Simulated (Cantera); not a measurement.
Charge: 1 mol Ni, 0.17 mol NH₃, 2.4 mol H₂, equilibrated at 873.15 K and 0.0290 bar.

These are equilibrium values from Cantera (NASA tables, ideal gas, pure condensed phases), not measurements of a reactor. Candidate condensed phases: Ni; 10 gas species. The numbers say what is thermodynamically allowed, not how fast it happens.

Base state: H₂ 0.969, N₂ 0.0310 (mole fractions); condensed: Ni(s).

**Question.** What changes in the equilibrium state with this change: Ni replaced by Fe?

**Answer.** 
| species | before | after |
|---|---|---|
| H₂ | 0.969 | 0.969 |
| N₂ | 0.0310 | 0.0310 |
| Ni(s), mol | 1.00 | 0 |
| Fe(α), mol | 0 | 1.00 |
Further candidate phases: Fe.
